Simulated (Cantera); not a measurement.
Charge: 1 mol Si, 1.7 mol CO, 55 mol H₂, equilibrated at 1773 K.

Method: chemical equilibrium by Gibbs-energy minimisation in Cantera with the NASA 1993 tables (ideal gas, pure condensed phases). Candidate condensed phases: C, C₆H₆, C₇H₈, C₈H₁₈, H₂O, Si, SiC, SiO₂; 123 gas species. Mutual solubility and eutectic melting of coexisting phases are not modelled. The tables hold silica as quartz up to 1696 K and as liquid above; real silica turns to tridymite and cristobalite and melts near 1996 K. Equilibrium is a limit: real reactors are often held back by kinetics, nucleation or transport.

Task: Which condensed phases are stable at each of these points (P (Pa)): 10, 61, 370, 2200, 13000, 82000, 500000, 3000000?

Result: 
```json
[
 {"P (Pa)": "10", "condensed phases": "SiC(s)", "Si condensed (%)": "39.5"},
 {"P (Pa)": "61", "condensed phases": "SiC(s)", "Si condensed (%)": "48.0"},
 {"P (Pa)": "370", "condensed phases": "SiC(s)", "Si condensed (%)": "49.6"},
 {"P (Pa)": "2200", "condensed phases": "SiC(s)", "Si condensed (%)": "49.9"},
 {"P (Pa)": "13000", "condensed phases": "SiC(s)", "Si condensed (%)": "50.0"},
 {"P (Pa)": "82000", "condensed phases": "SiC(s)", "Si condensed (%)": "49.9"},
 {"P (Pa)": "500000", "condensed phases": "SiC(s) + SiO₂(condensed)", "Si condensed (%)": "89.3"},
 {"P (Pa)": "3000000", "condensed phases": "SiC(s) + SiO₂(condensed)", "Si condensed (%)": "98.8"}
]
```

From 10.0 Pa to 0.820 bar the condensed part is SiC(s). From 5.00 bar to 30.0 bar the condensed part is SiC(s) + SiO₂(condensed).
